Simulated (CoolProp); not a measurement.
Computed with CoolProp (reference Helmholtz-energy equation of state, Lemmon 2006). It is a short technical equation, of lower accuracy than the large ones.

Problem. Give the vapour pressure (kPa), vapour density (kg/m³), enthalpy of vaporisation (kJ/kg), liquid cp (kJ/(kg K)) of saturated C3F8 (R218) at 231.1, 255.6, 263.7 K.

Solution. 
```
T (K)  p (kPa)  vapour density (kg/m³)  enthalpy of vaporisation (kJ/kg)  liquid cp (kJ/(kg K))
-----  -------  ----------------------  --------------------------------  ---------------------
231.1     79.4                    8.13                               107                  0.963
255.6      224                    21.8                              97.7                   1.02
263.7      301                    29.1                              94.2                   1.04
```
